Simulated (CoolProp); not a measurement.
Vapour-liquid equilibrium of R114 (1) + n-hexane (2) at 0.139 MPa; x and y are mole fractions of (1).

The numbers come from the multi-fluid Helmholtz-energy mixture model, Platzer 1990 and Thol 2019; pair parameters Bell 2016 in CoolProp. This equation is an older, rougher fit; its heat capacities, sound speeds and derivatives of the liquid may be far off and weren't checked against measurements.

| x | bubble temperature, mixture model (K) | bubble temperature, Raoult's law (K) | y, mixture model | y, Raoult's law |
|---|---|---|---|---|
| 0.05 | 339.8 | 343.6 | 0.338 | 0.269 |
| 0.15 | 322.7 | 330.1 | 0.657 | 0.579 |
| 0.25 | 312.3 | 320.1 | 0.788 | 0.739 |
| 0.35 | 305.5 | 312.3 | 0.853 | 0.831 |
| 0.45 | 300.7 | 306.1 | 0.892 | 0.889 |
| 0.55 | 297.0 | 300.9 | 0.919 | 0.926 |
| 0.65 | 294.0 | 296.6 | 0.940 | 0.953 |
| 0.75 | 291.4 | 292.8 | 0.958 | 0.971 |
| 0.85 | 288.9 | 289.5 | 0.974 | 0.985 |
| 0.95 | 286.5 | 286.7 | 0.991 | 0.996 |

The largest gap from Raoult's law is -7.8 K in bubble temperature, at x = 0.25. No azeotrope shows between x = 0.05 and 0.95.

Pair parameters are fitted to limited data, so mixtures are less certain than the pure fluids.
